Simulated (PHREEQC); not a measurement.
Model water analysis in mg/kgw, 45 °C, pH 6.46, pe 1.6:

| constituent | mg/kgw |
|---|---|
| Na | 1070 |
| K | 257 |
| Ca | 605 |
| Mg | 97.7 |
| Cl | 2390 |
| S(6) as SO4 | 1070 |
| Alkalinity as HCO3 | 0.000107 |
| Mn(2) | 1.44 |
| Si as SiO2 | 10.7 |

Valence states are taken as typed.

Equilibrium calculation in PHREEQC: ion-association model, phreeqc.dat.

```
quantity                    before    after
-------------------------  -------  -------
ionic strength (mol/kgw)     0.106    0.106
Ca+2 (mol/kgw)              0.0128   0.0128
SO4-2 (mol/kgw)            0.00696  0.00696
Mg+2 (mol/kgw)             0.00297  0.00297
CaSO4 (mol/kgw)            0.00233  0.00233
MgSO4 (mol/kgw)            0.00105  0.00105
SI of Quartz (SiO2)          -0.03    -0.03
SI of Gypsum (CaSO4:2H2O)    -0.33    -0.33
```

Task: Name the change that produced these shifts.
A) Ca from 605 to 302 mg/kgw
B) Ca from 605 to 1820 mg/kgw
C) pH from 6.46 to 5.96 at the same alkalinity

Result: C, pH from 6.46 to 5.96 at the same alkalinity

No solid was allowed to form. Constants without temperature data keep their 25 °C values here.
